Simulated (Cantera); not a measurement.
Charge: 1 mol PbO, 1.2 mol C, 0.12 mol H₂, 11 mol CO, at 0.100 bar.

Method: chemical equilibrium by Gibbs-energy minimisation in Cantera with the NASA 1993 tables (ideal gas, pure condensed phases). Candidate condensed phases: C, C₆H₆, C₇H₈, C₈H₁₈, H₂O, Pb, PbO, PbO₂, Pb₃O₄; 113 gas species. The numbers say what is thermodynamically allowed, not how fast it happens.

What share of the Pb ends up in condensed phases as a function of T (K), at 973, 1023, 1073, 1123, 1173, 1223, 1273, 1323?


| T (K) | Pb condensed (%) | as |
|---|---|---|
| 973 | 99.9 | Pb(l) |
| 1023 | 99.7 | Pb(l) |
| 1073 | 99.1 | Pb(l) |
| 1123 | 97.8 | Pb(l) |
| 1173 | 94.9 | Pb(l) |
| 1223 | 88.9 | Pb(l) |
| 1273 | 77.3 | Pb(l) |
| 1323 | 55.8 | Pb(l) |
